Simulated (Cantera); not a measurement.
## Stirred combustor or abatement burner

A perfectly stirred reactor is fed with 14.7 % CH3OH, 15.7 % O2, 59.2 % N2, 10.4 % H2O, at 1280 Torr; it is adiabatic with a 423 K inlet, and is followed from long to short residence time, starting on the burning branch (τ in s: 0.041, 0.023, 0.012, 0.0068, 0.0037, 0.002, 0.0011, 0.00062, 0.00034, 0.00019, 0.0001, 5.6e-05).

Computed with Cantera and GRI-Mech 3.0 (53 species, 325 reactions). GRI-Mech 3.0 was tuned for natural gas; its chemistry of methanol as a main component is partial and can be far from experiment.

```csv
τ (s),T (K),x CH3OH,x O2,x H2O,x N2O,x NO
0.041,1940,2.93e-6,0.000140,0.295,4.71e-9,2.59e-5
0.023,1934,4.12e-6,0.000207,0.294,5.96e-9,2.93e-5
0.012,1927,6.10e-6,0.000323,0.293,7.69e-9,3.35e-5
0.0068,1918,8.70e-6,0.000476,0.293,9.50e-9,3.69e-5
0.0037,1907,1.29e-5,0.000717,0.292,1.17e-8,3.98e-5
0.0020,1893,1.98e-5,0.00108,0.290,1.42e-8,4.11e-5
0.0011,1877,3.07e-5,0.00159,0.289,1.68e-8,4.02e-5
0.00062,1858,4.84e-5,0.00231,0.288,1.93e-8,3.73e-5
0.00034,1836,8.18e-5,0.00347,0.286,2.19e-8,3.21e-5
0.00019,1808,0.000146,0.00539,0.285,2.47e-8,2.49e-5
0.00010,1754,0.000335,0.0101,0.284,2.87e-8,1.39e-5
5.6e-5,423,0.147,0.157,0.104,<1e-12,<1e-12
```
x: mole fraction; the columns are a selection and need not sum to one.
